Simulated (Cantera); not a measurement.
Feed: 1 mol SO₂, 0.11 mol H₂, 6.4 mol O₂, held at 748.15 K and 0.00550 bar.

Equilibrium computed with Cantera from the NASA thermochemical tables; the gas is ideal and each condensed phase is pure. Candidate condensed phases: H₂O, H₂SO₄, S; 19 gas species. Equilibrium is a limit: real reactors are often held back by kinetics, nucleation or transport.

Base state: O₂ 0.842, SO₃ 0.124, SO₂ 0.0189, H₂O 0.0157 (mole fractions); condensed: gas only.

What changes in the equilibrium state with this change: SO₂ replaced by HBr?


```
species  before     after
-------  ------  --------
O₂        0.842     0.846
H₂O      0.0157    0.0845
Br₂           0    0.0691
SO₃       0.124         0
SO₂      0.0189         0
Br            0  0.000389
HBr           0  0.000242
```
Further candidate phases: Br₂.

What changes in the equilibrium state with this change: temperature from 748.15 K to 2623.15 K?


| species | before | after |
|---|---|---|
| O₂ | 0.842 | 0.595 |
| O | <1e-9 | 0.269 |
| SO₂ | 0.0189 | 0.0944 |
| SO₃ | 0.124 | 8.11e-6 |
| SO | <1e-9 | 0.0182 |
| OH | <1e-9 | 0.0121 |
| H₂O | 0.0157 | 0.00148 |
| H | <1e-9 | 0.00936 |
| S | <1e-9 | 0.000834 |
| H₂ | <1e-9 | 0.000272 |

What changes in the equilibrium state with this change: temperature from 748.15 K to 823.15 K?


```
species  before   after
-------  ------  ------
O₂        0.842   0.845
SO₃       0.124  0.0850
SO₂      0.0189  0.0548
H₂O      0.0157  0.0154
```
